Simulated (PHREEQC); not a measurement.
Dissolve 9.8 mmol/kgw H3BO3 and 3.7 mmol/kgw K2HPO4 at 25 °C. It is in equilibrium with CO2 at log p = -1 (atm). Otherwise closed; pH follows from the charge balance.

Model: ion-association model, phreeqc.dat, run in PHREEQC.

### Question
The ionic strength comes out as 0.00790 mol/kgw. What activity coefficients do HCO3-, KHPO4-, HPO4-2, H2BO3-, H2PO4- get?

### Answer
HCO3- 0.91, KHPO4- 0.91, HPO4-2 0.70, H2BO3- 0.91, H2PO4- 0.91.

This is a speciation only: nothing precipitates in the calculation.
